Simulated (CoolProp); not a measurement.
c-C4F8 (RC318) along the isobar 72.1 bar: Z from the reference equation and from simpler models built on Tc = 115.2 °C, pc = 27.78 bar, ω = 0.355; each cubic takes its own stable root.

Computed with CoolProp (reference Helmholtz-energy equation of state, Platzer 1990). This equation is an older, rougher fit; its heat capacities, sound speeds and derivatives of the liquid may be far off and weren't checked against measurements.

| T (°C) | phase | reference |
|---|---|---|
| -2.35 | liquid | 0.3923 |
| 18.45 | liquid | 0.3804 |
| 39.35 | liquid | 0.3725 |
| 60.15 | liquid | 0.3687 |
| 80.95 | liquid | 0.3696 |
| 101.85 | liquid | 0.3769 |
| 122.65 | supercritical | 0.3939 |
| 143.55 | supercritical | 0.4274 |
| 164.35 | supercritical | 0.4863 |
| 185.15 | supercritical | 0.5674 |
| 206.05 | supercritical | 0.6494 |
| 226.85 | supercritical | 0.7181 |

How far does each simpler model (van der Waals, Redlich-Kwong, Soave-Redlich-Kwong, Peng-Robinson) lie from the reference over these 12 states: mean and median of the absolute difference, and the worst?


- van der Waals: mean 31.9 %, median 36.9 %, worst +54.3 % at -2.35 °C and 72.1 bar
- Redlich-Kwong: mean 7.9 %, median 9.1 %, worst +9.8 % at 80.95 °C and 72.1 bar
- Soave-Redlich-Kwong: mean 7.8 %, median 7.3 %, worst +12.2 % at 164.35 °C and 72.1 bar
- Peng-Robinson: mean 4.0 %, median 3.5 %, worst -7.1 % at 18.45 °C and 72.1 bar
